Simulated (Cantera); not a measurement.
# Ignition delay

Mixture: CH4 : O2 : N2 = 1 : 0.952 : 3.58 (molar parts), equivalence ratio 2.1, at 5.00 bar, adiabatic and at constant pressure. Ignition delay is the time to a rise of 400 K.

Model: GRI-Mech 3.0 (53 species, 325 reactions), integrated in Cantera.

| T0 (K) | delay (ms) |
|---|---|
| 1250 | 8.00 |
| 1350 | 2.43 |
| 1450 | 0.807 |
| 1550 | 0.289 |
| 1650 | 0.112 |
| 1750 | 0.0486 |
| 1850 | 0.0235 |
| 1950 | 0.0126 |
| 2050 | 0.00744 |

| Property | Value |
|---|---|
| apparent activation energy between 1850 and 2050 K | 180 kJ/mol |
